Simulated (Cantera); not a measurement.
Input: 1 mol SiC, 0.56 mol O2, a varied amount of N2, equilibrated at 1350 °C and 6400 Pa.

Equilibrium computed with Cantera from the NASA thermochemical tables; the gas is ideal and each condensed phase is pure. Candidate condensed phases: C, Si, SiC, SiO2, Si2N2O, Si3N4; 34 gas species. Mutual solubility and eutectic melting of coexisting phases are not modelled. Equilibrium is a limit: real reactors are often held back by kinetics, nucleation or transport.

Task: Which condensed phases are stable at each of these points (n(N2) (mol)): 2.9, 4.8, 8, 13, 22, 37, 61, 100?

Result: 
```
n(N2) (mol)         condensed phases  Si condensed (%)
-----------  -----------------------  ----------------
2.9          C(graphite) + Si2N2O(s)              99.9
4.8          C(graphite) + Si2N2O(s)              99.9
8            C(graphite) + Si2N2O(s)              99.9
13           C(graphite) + Si2N2O(s)              99.8
22                SiC(s) + Si2N2O(s)              99.7
37                SiC(s) + Si2N2O(s)              99.6
61                SiC(s) + Si2N2O(s)              99.5
100               SiC(s) + Si2N2O(s)              99.3
```

From 2.9 mol N2 to 13 mol N2 the condensed part is C(graphite) + Si2N2O(s). From 22 mol N2 to 100 mol N2 the condensed part is SiC(s) + Si2N2O(s).
